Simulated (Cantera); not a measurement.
# Thermodynamics of silicon carbide growth, feed Si(CH3)4 + C2H2 + H2

Input: 1 mol Si(CH3)4, 0.06 mol C2H2, 6.8 mol H2, at 0.320 bar.

These are equilibrium values from Cantera (NASA tables, ideal gas, pure condensed phases), not measurements of a reactor. Candidate condensed phases: C, C6H6, C7H8, C8H18, Si, SiC; 87 gas species. Gases not in the tables: Si2H6 and higher silanes. Kinetics and transport are ignored.

| T (K) | x H2 | x H | x C2H2 (acetylene) | x CH4 | x Si | x SiH2 | n C(graphite) | n SiC(s) |
|---|---|---|---|---|---|---|---|---|
| 1598 | 0.999 | 9.41e-5 | 2.69e-5 | 0.000526 | 3.05e-9 | 5.11e-8 | 3.11 | 1.000 |
| 1648 | 0.999 | 0.000157 | 4.47e-5 | 0.000428 | 9.93e-9 | 1.04e-7 | 3.11 | 1.000 |
| 1698 | 0.999 | 0.000256 | 7.20e-5 | 0.000353 | 3.01e-8 | 2.05e-7 | 3.11 | 1.000 |
| 1748 | 0.999 | 0.000404 | 0.000113 | 0.000294 | 8.57e-8 | 3.87e-7 | 3.11 | 1.000 |
| 1798 | 0.999 | 0.000622 | 0.000172 | 0.000247 | 2.30e-7 | 7.04e-7 | 3.11 | 1.000 |
| 1848 | 0.999 | 0.000937 | 0.000257 | 0.000210 | 5.85e-7 | 1.24e-6 | 3.11 | 1.000 |
| 1898 | 0.998 | 0.00138 | 0.000376 | 0.000180 | 1.41e-6 | 2.12e-6 | 3.11 | 1.000 |
| 1948 | 0.997 | 0.00199 | 0.000537 | 0.000156 | 3.27e-6 | 3.52e-6 | 3.10 | 1.000 |
| 1998 | 0.996 | 0.00283 | 0.000755 | 0.000136 | 7.23e-6 | 5.69e-6 | 3.10 | 1.000 |
| 2048 | 0.995 | 0.00395 | 0.00104 | 0.000119 | 1.54e-5 | 8.99e-6 | 3.09 | 1.000 |
| 2098 | 0.993 | 0.00542 | 0.00142 | 0.000105 | 3.16e-5 | 1.39e-5 | 3.08 | 0.999 |
x: gas mole fraction; n: condensed amount in mol.

From 1598 K to 2098 K the condensed part is C(graphite) + SiC(s). The main Si-bearing gas is SiH2 at 1598 K and Si at 2098 K.
